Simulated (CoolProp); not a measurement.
Vapour-liquid equilibrium of ethanol (1) + ethylbenzene (2) at 387.6 K; x and y are mole fractions of (1).

Values from CoolProp's multi-fluid Helmholtz-energy mixture model, Schroeder 2014 and Zhou 2012; pair parameters Bell 2016.

```tsv
x	bubble pressure, mixture model (MPa)	bubble pressure, Raoult's law (MPa)	y, mixture model	y, Raoult's law
0.05	0.1160	0.06969	(withheld)	0.258
0.15	(withheld)	0.1003	0.744	0.539
0.25	0.2452	0.1308	0.803	0.688
0.35	(withheld)	0.1614	0.830	0.781
0.45	0.2890	0.1920	0.847	0.844
0.55	(withheld)	0.2225	(withheld)	0.890
0.65	0.3134	0.2531	0.876	0.925
0.75	0.3259	0.2837	0.896	0.952
0.85	(withheld)	0.3142	0.925	0.974
0.95	0.3536	0.3448	0.969	0.992
```

Problem. Fill in the missing entries.

Solution. 
- 0.05, y, mixture model: 0.540
- 0.15, bubble pressure, mixture model (MPa): 0.1984
- 0.35, bubble pressure, mixture model (MPa): 0.2722
- 0.55, bubble pressure, mixture model (MPa): 0.3017
- 0.55, y, mixture model: 0.861
- 0.85, bubble pressure, mixture model (MPa): 0.3396

The largest gap from Raoult's law is +97.8 % in bubble pressure, at x = 0.15. No azeotrope shows between x = 0.05 and 0.95.

The pair parameters rest on a limited set of measurements; away from them the model extrapolates. With so large a gap from Raoult's law the liquid may split in two, which this calculation doesn't test in full.
